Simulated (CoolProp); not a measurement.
Model: reference Helmholtz-energy equation of state, Smukala 2000, in CoolProp.

Problem. Give the vapour pressure (kPa), liquid density (kg/m³), vapour density (kg/m³), enthalpy of vaporisation (kJ/kg) of saturated ethylene at 264, 268.8 K.

Solution. 
```json
[
 {"T (K)": "264", "p (kPa)": "3310", "liquid density (kg/m³)": "380", "vapour density (kg/m³)": "70.2", "enthalpy of vaporisation (kJ/kg)": "243"},
 {"T (K)": "268.8", "p (kPa)": "3710", "liquid density (kg/m³)": "362", "vapour density (kg/m³)": "83.0", "enthalpy of vaporisation (kJ/kg)": "216"}
]
```
